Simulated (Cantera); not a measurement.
Charge: 1 mol Al₂O₃, 2.7 mol H₂, equilibrated at 1350 °C and 35.0 Pa.

Method: chemical equilibrium by Gibbs-energy minimisation in Cantera with the NASA 1993 tables (ideal gas, pure condensed phases). Candidate condensed phases: Al, Al₂O₃, H₂O; 19 gas species. Rates play no part.

Base state: H₂ 0.996, H 0.00369, H₂O 2.73e-5, Al 1.68e-5 (mole fractions); condensed: Al₂O₃(s).

Question: What changes in the equilibrium state with this change: Al₂O₃ replaced by Cu₂O?

Answer: 
```
species         before     after
-------------  -------  --------
H₂               0.996     0.527
H₂O            2.73e-5     0.311
Cu                   0     0.159
Al             1.68e-5         0
Cu₂                  0  0.000129
OH             4.24e-9   6.64e-5
H              0.00369   0.00269
Al₂O₃(s), mol    1.000         0
Cu(l), mol           0      1.49
```
Further candidate phases: Cu, CuO, Cu(OH)₂, Cu₂O.
